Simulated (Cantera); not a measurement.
Feed: 1 mol CH3SiH3, 0.88 mol HCl, 27 mol H2, 0.015 mol CH4, held at 1552 °C and 1.33 mbar.

Method: chemical equilibrium by Gibbs-energy minimisation in Cantera with the NASA 1993 tables (ideal gas, pure condensed phases). Candidate condensed phases: C, C6H6, C7H8, C8H18, Si, SiC; 109 gas species. The feed counts by its element totals alone. Kinetics and transport are ignored.

Base state: H2 0.960, HCl 0.0279, H 0.0118, Cl 0.000262, C2H2 (acetylene) 0.000206, Si 9.20e-5, SiCl2 6.53e-5 (mole fractions); condensed: C(graphite) + SiC(s).

**Question.** What changes in the equilibrium state with this change: pressure from 1.33 mbar to 0.133 bar?

**Answer.** 
```json
[
 {"species": "H2", "before": "0.960", "after": "0.970"},
 {"species": "HCl", "before": "0.0279", "after": "0.0283"},
 {"species": "H", "before": "0.0118", "after": "0.00119"},
 {"species": "SiCl2", "before": "6.53e-5", "after": "6.65e-5"},
 {"species": "CH4", "before": "8.70e-7", "after": "8.89e-5"},
 {"species": "Si", "before": "9.20e-5", "after": "9.20e-7"},
 {"species": "Cl", "before": "0.000262", "after": "2.64e-5"},
 {"species": "C(graphite), mol", "before": "0.00738", "after": "0.00141"},
 {"species": "SiC(s), mol", "before": "0.995", "after": "0.998"}
]
```
